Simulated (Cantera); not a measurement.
A Cantera script and its output.

```python
import numpy as np
import cantera as ct

gas = ct.Solution("gri30.yaml")
gas.TPX = 1075, 1000000, {'CO': 1, 'H2': 0.25, 'O2': 1.2, 'N2': 4.52}
reactor = ct.IdealGasConstPressureReactor(gas, energy="on", clone=False)
net = ct.ReactorNet([reactor])
net.rtol, net.atol = 1e-08, 1e-16
show = ['CO', 'H2', 'O2', 'NO', 'HO2']
times = np.geomspace(1e-06, 0.8, 16)

steps = ct.SolutionArray(gas, extra=["t"])
rows = []
print(f"{'t/s':>10s}{'T/K':>9s}{'P/Pa':>11s}" + "".join(f"{s:>11s}" for s in show))
for t in times:
    while net.time < t:
        t_next = net.step()
        steps.append(gas.state, t=t_next)
    rows.append([np.interp(t, steps.t, y) for y in (steps.T, steps.P, *steps(*show).X.T)])
    print(f"{t:10.3e}{rows[-1][0]:9.1f}{rows[-1][1]:11.4g}" + "".join(f"{x:11.3e}" for x in rows[-1][2:]))
rate = np.gradient(steps.T, steps.t)
print("integrator steps:", len(steps.t))
if steps.T.max() > steps.T[0] + 200:
    print(f"time of steepest temperature rise: {steps.t[rate.argmax()]:.4e} s")
gas.TPX = 1075, 1000000, {'CO': 1, 'H2': 0.25, 'O2': 1.2, 'N2': 4.52}
gas.equilibrate("HP")
print(f"equilibrium (HP): T = {gas.T:.1f} K  " + "  ".join(f"{s} {gas[s].X[0]:.3e}" for s in show))
```

Result:

```
       t/s      T/K       P/Pa         CO         H2         O2         NO        HO2
 1.000e-06   1075.0      1e+06  1.435e-01  3.587e-02  1.722e-01  6.049e-21  1.494e-09
 2.475e-06   1075.0      1e+06  1.435e-01  3.587e-02  1.722e-01  4.189e-20  6.360e-09
 6.125e-06   1075.0      1e+06  1.435e-01  3.587e-02  1.722e-01  2.108e-19  2.199e-08
 1.516e-05   1075.0      1e+06  1.435e-01  3.587e-02  1.722e-01  8.771e-19  6.632e-08
 3.751e-05   1075.0      1e+06  1.435e-01  3.587e-02  1.722e-01  4.678e-18  2.096e-07
 9.283e-05   1075.0      1e+06  1.435e-01  3.587e-02  1.722e-01  6.001e-17  9.032e-07
 2.297e-04   1075.4      1e+06  1.434e-01  3.584e-02  1.721e-01  6.243e-15  9.273e-06
 5.686e-04   1088.1      1e+06  1.427e-01  3.512e-02  1.714e-01  1.133e-12  6.861e-05
 1.407e-03   2398.0      1e+06  3.405e-03  1.414e-04  9.074e-02  5.127e-04  6.307e-06
 3.482e-03   2394.7      1e+06  3.357e-03  1.397e-04  8.983e-02  2.317e-03  6.202e-06
 8.618e-03   2388.3      1e+06  3.269e-03  1.365e-04  8.814e-02  5.678e-03  6.009e-06
 2.133e-02   2381.1      1e+06  3.170e-03  1.330e-04  8.621e-02  9.519e-03  5.793e-06
 5.278e-02   2378.2      1e+06  3.132e-03  1.316e-04  8.545e-02  1.104e-02  5.708e-06
 1.306e-01   2378.1      1e+06  3.130e-03  1.315e-04  8.541e-02  1.111e-02  5.704e-06
 3.233e-01   2378.1      1e+06  3.130e-03  1.315e-04  8.541e-02  1.111e-02  5.704e-06
 8.000e-01   2378.1      1e+06  3.130e-03  1.315e-04  8.541e-02  1.111e-02  5.704e-06
integrator steps: 1547
time of steepest temperature rise: 9.3540e-04 s
equilibrium (HP): T = 2378.1 K  CO 3.130e-03  H2 1.315e-04  O2 8.541e-02  NO 1.111e-02  HO2 5.704e-06
```

Detailed kinetics in Cantera: GRI-Mech 3.0 (53 species, 325 reactions). The hydrogen kinetics of GRI-Mech 3.0 are dated; newer H2 mechanisms differ, most at raised pressure.
